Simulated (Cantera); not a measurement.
Charge: 1 mol V2O3, 1.2 mol H2, 6.5 mol N2, at 950 K and 46.0 Pa.

Equilibrium computed with Cantera from the NASA thermochemical tables; the gas is ideal and each condensed phase is pure. Candidate condensed phases: H2O, V, VN, VO, V2O3, V2O4, V2O5; 28 gas species. VN: taken at fixed stoichiometry. Condensed phases not in the tables: the oxides between V2O3 and V2O5 other than VO2, V2N. Equilibrium is a limit: real reactors are often held back by kinetics, nucleation or transport.

Base state: N2 0.844, H2 0.156, H2O 8.18e-5 (mole fractions); condensed: VN(s) + V2O3(s).

Q: What changes in the equilibrium state with this change: temperature from 950 K to 2175 K?

A: 
```json
[
 {"species": "N2", "before": "0.844", "after": "0.688"},
 {"species": "VO2", "before": "<1e-9", "after": "0.106"},
 {"species": "H2", "before": "0.156", "after": "0.0910"},
 {"species": "H", "before": "1.02e-8", "after": "0.0687"},
 {"species": "VO", "before": "<1e-9", "after": "0.0426"},
 {"species": "V", "before": "<1e-9", "after": "0.00194"},
 {"species": "OH", "before": "<1e-9", "after": "0.000165"},
 {"species": "O", "before": "<1e-9", "after": "8.74e-5"},
 {"species": "NO", "before": "<1e-9", "after": "1.98e-5"},
 {"species": "VN(s), mol", "before": "0.000420", "after": "0"},
 {"species": "V2O3(s), mol", "before": "1.000", "after": "0"},
 {"species": "VO(l), mol", "before": "0", "after": "0.579"}
]
```
VO: taken at fixed stoichiometry.
